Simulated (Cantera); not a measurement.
Charge: 1 mol FeS, 280 mol H₂, 9 mol N₂, equilibrated at 1900 K and 0.00133 bar.

Cantera equilibrium calculation (NASA polynomials, part measured and part estimated; ideal gas, pure solids and liquids). Candidate condensed phases: Fe, FeS, FeS₂, S; 16 gas species. Equilibrium is a limit: real reactors are often held back by kinetics, nucleation or transport.

Base state: H₂ 0.942, N₂ 0.0306, H 0.0211, Fe 0.00341, SH 0.00112, S 0.000894, H₂S 0.000553, S₂ 0.000418 (mole fractions); condensed: gas only.

**Question.** What changes in the equilibrium state with this change: temperature from 1900 K to 1323.15 K?

**Answer.** 
| species | before | after |
|---|---|---|
| H₂ | 0.942 | 0.965 |
| N₂ | 0.0306 | 0.0311 |
| H₂S | 0.000553 | 0.00321 |
| H | 0.0211 | 4.28e-5 |
| Fe | 0.00341 | 1.57e-6 |
| S | 0.000894 | 1.03e-6 |
| SH | 0.00112 | 6.82e-5 |
| S₂ | 0.000418 | 9.01e-5 |
| Fe(γ), mol | 0 | 1.000 |

**Question.** What changes in the equilibrium state with this change: temperature from 1900 K to 1998 K?

**Answer.** 
```csv
species,before,after
H₂,0.942,0.921
H,0.0211,0.0422
N₂,0.0306,0.0303
S,0.000894,0.00140
Fe,0.00341,0.00337
H₂S,0.000553,0.000325
S₂,0.000418,0.000265
SH,0.00112,0.00111
```
